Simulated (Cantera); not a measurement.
Mixture: CO : H₂ : O₂ : N₂ = 1 : 0.073 : 0.358 : 1.34 (molar parts), at 11.8 atm, adiabatic and at constant volume. Ignition delay is the time to a rise of 400 K.

Computed with Cantera and GRI-Mech 3.0 (53 species, 325 reactions). The hydrogen kinetics of GRI-Mech 3.0 are dated; newer H2 mechanisms differ, most at raised pressure. The pressure lies above the range GRI-Mech 3.0 was tuned for (to about 10 atm). Where the delays flatten at high temperature, the 400 K rule measures the pace of heat release, not the induction time.

Problem. Predict: delay at 1248 K; delay at 1323 K; delay at 1398 K; delay at 1473 K; delay at 1548 K; delay at 1623 K.

Solution. 
```
Property           Value
---------------  -------
delay at 1248 K  19.4 µs
delay at 1323 K  8.88 µs
delay at 1398 K  5.38 µs
delay at 1473 K  3.81 µs
delay at 1548 K  2.96 µs
delay at 1623 K  2.45 µs
```
